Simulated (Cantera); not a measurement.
A Cantera script and its output.

```python
import numpy as np
import cantera as ct

gas = ct.Solution("gri30.yaml")
gas.TPX = 1175, 13332, {'N2O': 1, 'N2': 0.35}
inlet = ct.Reservoir(gas, clone=True)

reactor = ct.IdealGasConstPressureReactor(gas, energy="off", clone=False)
exhaust = ct.Reservoir(gas, clone=True)
tau = [1, 0.44, 0.19, 0.084, 0.037, 0.016, 0.0069][0]
for a, b in ((inlet, reactor), (reactor, exhaust)):
    ct.MassFlowController(a, b, mdot=lambda t: reactor.mass / tau)
net = ct.ReactorNet([reactor])
show = ['N2O', 'O', 'O2', 'NO2', 'NO', 'N2']

rows = []
print(f"{'tau/s':>10s}{'T/K':>9s}" + "".join(f"{s:>11s}" for s in show))
for tau in [1, 0.44, 0.19, 0.084, 0.037, 0.016, 0.0069]:
    net.initial_time = 0.0
    net.advance(30 * tau)
    before = gas.X
    net.advance(40 * tau)
    drift = np.max(np.abs(gas.X - before) / (gas.X + 1e-9))
    rows.append([gas.T, *gas[show].X, drift])
    print(f"{tau:10.3e}{gas.T:9.1f}" + "".join(f"{x:11.3e}" for x in gas[show].X))
```

Result:

```
     tau/s      T/K        N2O          O         O2        NO2         NO         N2
 1.000e+00   1175.0  6.930e-01  1.216e-06  1.575e-02  4.549e-06  3.295e-03  2.879e-01
 4.400e-01   1175.0  7.189e-01  1.219e-06  7.195e-03  1.798e-06  1.508e-03  2.723e-01
 1.900e-01   1175.0  7.312e-01  1.220e-06  3.161e-03  6.004e-07  6.628e-04  2.650e-01
 8.400e-02   1175.0  7.365e-01  1.220e-06  1.407e-03  1.745e-07  2.952e-04  2.618e-01
 3.700e-02   1175.0  7.389e-01  1.219e-06  6.213e-04  4.299e-08  1.304e-04  2.604e-01
 1.600e-02   1175.0  7.399e-01  1.216e-06  2.684e-04  9.106e-09  5.635e-05  2.597e-01
 6.900e-03   1175.0  7.404e-01  1.210e-06  1.152e-04  1.782e-09  2.419e-05  2.595e-01
```

Detailed kinetics in Cantera: GRI-Mech 3.0 (53 species, 325 reactions). GRI-Mech 3.0 was tuned for natural gas; its chemistry of N2O as a main component is partial and can be far from experiment. The mechanism lacks the step 2 NO + O2 → 2 NO2, which can matter for NO2 below about 1400 K. The temperature is held fixed by assumption; the heat of reaction is taken as removed at once.
